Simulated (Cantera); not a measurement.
Silicon etching in halogen gases: Si + F2 + N2

A closed system holds: 1 mol Si, 2.7 mol F2, 0.21 mol N2, held at 0.170 bar.

These are equilibrium values from Cantera (NASA tables, ideal gas, pure condensed phases), not measurements of a reactor. Candidate condensed phases: Si, Si3N4; 16 gas species. The numbers say what is thermodynamically allowed, not how fast it happens.

```json
[
 {"T (°C)": "727", "x F": "0.125", "x SiF4": "0.492", "x F2": "0.277", "x N2": "0.102", "x NF3": "0.00323", "x NF2": "1.49e-6"},
 {"T (°C)": "777", "x F": "0.186", "x SiF4": "0.475", "x F2": "0.238", "x N2": "0.0992", "x NF3": "0.00121", "x NF2": "1.54e-6"},
 {"T (°C)": "827", "x F": "0.256", "x SiF4": "0.457", "x F2": "0.191", "x N2": "0.0957", "x NF3": "0.000438", "x NF2": "1.45e-6"},
 {"T (°C)": "877", "x F": "0.328", "x SiF4": "0.438", "x F2": "0.142", "x N2": "0.0919", "x NF3": "0.000150", "x NF2": "1.25e-6"},
 {"T (°C)": "927", "x F": "0.392", "x SiF4": "0.421", "x F2": "0.0987", "x N2": "0.0884", "x NF3": "4.88e-5", "x NF2": "9.92e-7"},
 {"T (°C)": "977", "x F": "0.442", "x SiF4": "0.408", "x F2": "0.0645", "x N2": "0.0856", "x NF3": "1.53e-5", "x NF2": "7.35e-7"},
 {"T (°C)": "1027", "x F": "0.477", "x SiF4": "0.399", "x F2": "0.0406", "x N2": "0.0837", "x NF3": "4.72e-6", "x NF2": "5.21e-7"},
 {"T (°C)": "1077", "x F": "0.500", "x SiF4": "0.393", "x F2": "0.0252", "x N2": "0.0825", "x NF3": "1.48e-6", "x NF2": "3.62e-7"},
 {"T (°C)": "1127", "x F": "0.513", "x SiF4": "0.389", "x F2": "0.0157", "x N2": "0.0817", "x NF3": "4.85e-7", "x NF2": "2.51e-7"},
 {"T (°C)": "1177", "x F": "0.522", "x SiF4": "0.387", "x F2": "0.00989", "x N2": "0.0813", "x NF3": "1.67e-7", "x NF2": "1.75e-7"},
 {"T (°C)": "1227", "x F": "0.527", "x SiF4": "0.386", "x F2": "0.00635", "x N2": "0.0810", "x NF3": "6.09e-8", "x NF2": "1.24e-7"},
 {"T (°C)": "1277", "x F": "0.530", "x SiF4": "0.385", "x F2": "0.00417", "x N2": "0.0808", "x NF3": "2.35e-8", "x NF2": "8.90e-8"},
 {"T (°C)": "1327", "x F": "0.532", "x SiF4": "0.384", "x F2": "0.00280", "x N2": "0.0807", "x NF3": "9.55e-9", "x NF2": "6.51e-8"}
]
```
x: gas mole fraction; nothing condenses.

From 727 °C to 1327 °C nothing is condensed. The main Si-bearing gas is SiF4 throughout.
